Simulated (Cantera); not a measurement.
A closed system holds: 1 mol Cr, 3.3 mol N2O, held at 1325 °C and 1.60e-5 bar.

Cantera equilibrium calculation (NASA polynomials, part measured and part estimated; ideal gas, pure solids and liquids). Candidate condensed phases: Cr, CrN, Cr2N, Cr2O3; 14 gas species. The numbers say what is thermodynamically allowed, not how fast it happens.

Base state: N2 0.784, O2 0.212, NO 0.00193, O 0.00163, CrO2 6.94e-5 (mole fractions); condensed: Cr2O3(s).

**Question.** What changes in the equilibrium state with this change: temperature from 1325 °C to 2525 °C?

**Answer.** 
```json
[
 {"species": "N2", "before": "0.784", "after": "0.434"},
 {"species": "O", "before": "0.00163", "after": "0.430"},
 {"species": "Cr", "before": "5.30e-9", "after": "0.131"},
 {"species": "O2", "before": "0.212", "after": "0.00102"},
 {"species": "N", "before": "<1e-9", "after": "0.000569"},
 {"species": "CrO", "before": "5.71e-7", "after": "0.000961"},
 {"species": "CrO2", "before": "6.94e-5", "after": "1.71e-6"},
 {"species": "NO", "before": "0.00193", "after": "0.00190"},
 {"species": "Cr2O3(s), mol", "before": "0.500", "after": "0"}
]
```
